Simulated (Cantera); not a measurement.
A closed system holds: 1 mol SiH2Cl2, 0.09 mol HCl, 85 mol N2, held at 1525 °C and 975 Torr.

Cantera equilibrium calculation (NASA polynomials, part measured and part estimated; ideal gas, pure solids and liquids). Candidate condensed phases: NH4Cl, Si, Si3N4; 28 gas species. The tables' values for SiCl3 are old estimates; treat these amounts as uncertain. Kinetics and transport are ignored.

Base state: N2 0.976, HCl 0.0139, H2 0.00509, SiCl2 0.00419, SiCl3 0.000474, SiCl4 8.67e-5, Cl 4.61e-5, H 2.20e-5 (mole fractions); condensed: Si3N4(s).

Problem. What changes in the equilibrium state with this change: temperature from 1525 °C to 1275 °C?

Solution. 
| species | before | after |
|---|---|---|
| N2 | 0.976 | 0.977 |
| HCl | 0.0139 | 0.0179 |
| H2 | 0.00509 | 0.00315 |
| SiCl2 | 0.00419 | 0.000693 |
| SiCl4 | 8.67e-5 | 0.000870 |
| H | 2.20e-5 | 1.52e-6 |
| Cl | 4.61e-5 | 6.87e-6 |
| SiHCl3 | 7.93e-6 | 1.88e-5 |
| SiCl3 | 0.000474 | 0.000464 |
| Si3N4(s), mol | 0.196 | 0.274 |
